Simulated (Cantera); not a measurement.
An adiabatic, constant-volume homogeneous reactor starts with 7.24 % H2, 19.5 % O2, 73.3 % N2, equivalence ratio 0.19, at 1225 K and 0.681 atm.

Computed with Cantera and the H2/O2 subset of GRI-Mech 3.0, which has no nitrogen chemistry.

### Question
Predict: time of steepest temperature rise; temperature at 2.00 s; equilibrium temperature; x(H2) at 2.00 s; x(O2) at 2.00 s; x(H2O2) at 2.00 s; x(H) at 2.00 s; x(HO2) at 2.00 s.

### Answer
```json
{
 "time_of_steepest_temperature_rise": "79.3 µs",
 "temperature at 2.00 s": "1877 K",
 "equilibrium_temperature": "1877 K",
 "x(H2) at 2.00 s": "1.97e-5 (gas-phase equilibrium 1.97e-5)",
 "x(O2) at 2.00 s": "0.164 (gas-phase equilibrium 0.164)",
 "x(H2O2) at 2.00 s": "3.68e-8 (gas-phase equilibrium 3.68e-8)",
 "x(H) at 2.00 s": "2.94e-6 (gas-phase equilibrium 2.94e-6)",
 "x(HO2) at 2.00 s": "1.21e-6 (gas-phase equilibrium 1.21e-6)"
}
```
